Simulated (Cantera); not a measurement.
A Cantera script and what it prints.

```python
import numpy as np
import cantera as ct

gas_names = """
    H H2 N NH NH2 NH3 N2 N2H2 N2H4 Pb Pb2
""".split()
cond_names = """
    Pb(cr) Pb(L)
""".split()


def load(file, names, dense=False):
    # The tables refer to 1 bar. Condensed volumes are neglected.
    table = {s.name: s for s in ct.Species.list_from_file(file)}
    out = []
    for n in names:
        d = dict(table[n].input_data)
        d["thermo"] = dict(d["thermo"], **{"reference-pressure": 1e5})
        if dense:
            d["equation-of-state"] = {"model": "constant-volume", "density": "1e6 g/cm^3"}
        out.append(ct.Species.from_dict(d))
    return out


gas = ct.Solution(thermo="ideal-gas", species=load("nasa_gas.yaml", gas_names))
cond = {s.name: ct.Solution(thermo="fixed-stoichiometry", species=[s], name=s.name)
        for s in load("nasa_condensed.yaml", cond_names, dense=True)}
atoms = {
    'Pb': {'Pb': 1},
    'NH3': {'N': 1, 'H': 3},
    'N2': {'N': 2},
}
top_T = {}  # K; cautious upper limits of use, not melting points


def equilibrate(T, P, feed):
    n = {}
    for name, mol in feed.items():
        for a, k in atoms[name].items():
            n[a] = n.get(a, 0.0) + k * mol
    gas.TPX = T, P, n
    mass = sum(n.values()) * gas.mean_molecular_weight
    gas.equilibrate("TP")
    valid = [c for c in cond.values() if c.min_temp <= T <= top_T.get(c.name, c.max_temp)]
    mix = ct.Mixture([(gas, mass / gas.mean_molecular_weight)] + [(c, 0.0) for c in valid])
    mix.T, mix.P = T, P
    mix.equilibrate("TP", solver="vcs", rtol=1e-11, max_steps=5000)
    return mix


results = []
feed = {'Pb': 1, 'NH3': 0.57, 'N2': 52}  # mol
P = 6300  # Pa
for T in [650, 800, 950, 1100, 1250, 1400, 1550, 1700, 1850, 2000]:
    mix = equilibrate(T, P, feed)
    results.append((T, P, feed, dict(zip(mix.species_names, mix.species_moles))))

top = {s: max(r[3][s] / sum(r[3][g] for g in gas_names) for r in results) for s in gas_names}
cols = sorted((s for s in top if top[s] > 0.0001), key=lambda s: -top[s])[:7]
seen = [c for c in cond_names if any(r[3].get(c, 0) > 1e-12 for r in results)]
print("log10 of partial pressures in bar; condensed amounts in mol")
print(f"{'T/K':>10s}" + "".join(f"{s[:9]:>10s}" for s in cols + seen))
for T, P, feed, n in results:
    ng = sum(n[g] for g in gas_names)
    print(f"{T:10.4g}" + "".join(f"{np.log10(max(n[s] / ng * P / 1e5, 1e-99)):10.3f}" for s in cols)
          + "".join(f"{n.get(c, 0):10.4g}" for c in seen))
```

Output:

```
log10 of partial pressures in bar; condensed amounts in mol
       T/K        N2        Pb        H2         H     Pb(L)
       650    -1.208   -10.029    -2.994   -16.359         1
       800    -1.208    -7.212    -2.994   -13.035    0.9999
       950    -1.208    -5.298    -2.994   -10.752    0.9958
      1100    -1.209    -3.917    -2.995    -9.085    0.8976
      1250    -1.216    -2.934    -3.002    -7.817         0
      1400    -1.216    -2.934    -3.002    -6.814         0
      1550    -1.216    -2.934    -3.002    -6.003         0
      1700    -1.216    -2.934    -3.003    -5.333         0
      1850    -1.216    -2.934    -3.006    -4.772         0
      2000    -1.216    -2.934    -3.014    -4.296         0
```

Method: chemical equilibrium by Gibbs-energy minimisation in Cantera with the NASA 1993 tables (ideal gas, pure condensed phases).
